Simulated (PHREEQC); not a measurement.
1.3 g of hydrous ferric oxide (600 m²/g; 0.2 weak and 0.005 strong sites per Fe, Dzombak-Morel constants, diffuse double layer) in 1 kg of water with 0.001 mol/kgw of an inert sodium salt and 0.018 mmol/kgw NaH2PO4, at 25 °C; the pH is set by adding NaOH or the inert anion's acid. Oxygen is held at 0.21 atm. No CO2 enters from the air. No solid was allowed to form.

Computed with PHREEQC (ion-association model, wateq4f.dat).

```
pH   P sorbed (%)  surface charge σ (C/m²)  surface potential ψ (mV)
---  ------------  -----------------------  ------------------------
4           100.0                    0.131                       206
4.5         100.0                    0.085                         ?
5           100.0                    0.054                       167
5.5         100.0                    0.032                       144
6           100.0                    0.019                       118
6.5         100.0                    0.011                        91
7           100.0                    0.006                        63
7.5         100.0                    0.003                        34
8            99.9                    0.000                         5
8.5          99.0                   -0.002                       -24
9               ?                   -0.005                         ?
9.5          54.0                   -0.009                         ?
10           12.3                   -0.016                      -107
```

Fill in the missing entries.


- 4.5, surface potential ψ (mV): 188
- 9, P sorbed (%): 91.2
- 9, surface potential ψ (mV): -52
- 9.5, surface potential ψ (mV): -80

H3PO4, which wateq4f.dat lacks, is added to it with the constant of phreeqc.dat.
